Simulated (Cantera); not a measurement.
**Catalytic combustion on Pt**

An isothermal plug-flow reactor at 550 K and 4.93 atm (inlet), inlet velocity 0.69 m/s, active area per volume 1200 1/m; feed H₂ : O₂ : N₂ : H₂O = 0.0045 : 0.026 : 0.79 : 0.005 (molar parts), equivalence ratio 0.087.

Detailed kinetics in Cantera: Deutschmann's 1995 Pt surface mechanism with GRI-Mech 3.0 gas chemistry. Catalytic surfaces can have several steady states; this one follows from the mechanism file's or the stated starting coverage. Mass transfer to the wall is taken as infinitely fast.

```csv
z (m),x H₂,x O₂,x H₂O,θ free Pt,θ O*,θ OH*
4.1e-05,0.00351,0.0306,0.00801,0.179,0.764,0.0568
8.8e-05,0.00248,0.0301,0.00905,0.128,0.820,0.0514
0.00019,0.00150,0.0296,0.0100,0.0790,0.878,0.0429
0.00041,0.000806,0.0292,0.0107,0.0429,0.924,0.0331
0.00088,0.000403,0.0290,0.0111,0.0216,0.954,0.0242
0.0019,0.000193,0.0289,0.0113,0.0104,0.973,0.0170
0.0041,9.07e-5,0.0289,0.0114,0.00489,0.983,0.0118
```
x: gas mole fraction; θ: surface coverage.
